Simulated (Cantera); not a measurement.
# Reactions in the system C-Fe-H-O

Standard-state values (1 bar) from the NASA 1993 polynomials, evaluated with Cantera. Values are per mole of reaction as written; species without (g) are pure solids or liquids, kept so even where they would boil at 1 bar.

2 O2(g) + 3 CH4(g) + 4 Fe(OH)2 = 4 Fe(OH)3 + C3H8(g)

```csv
T (K),ΔH° (kJ),ΔS° (J/K),ΔG° (kJ),log10 K
300,-915.3,-632.5,-725.5,126.32
1098,-899.2,-622.5,-215.7,10.26
1148,-896.4,-620.0,-184.6,8.40
1198,-893.6,-617.6,-153.7,6.70
1248,-890.6,-615.1,-122.9,5.14
1298,-887.5,-612.8,-92.2,3.71
1348,-884.5,-610.4,-61.6,2.39
```
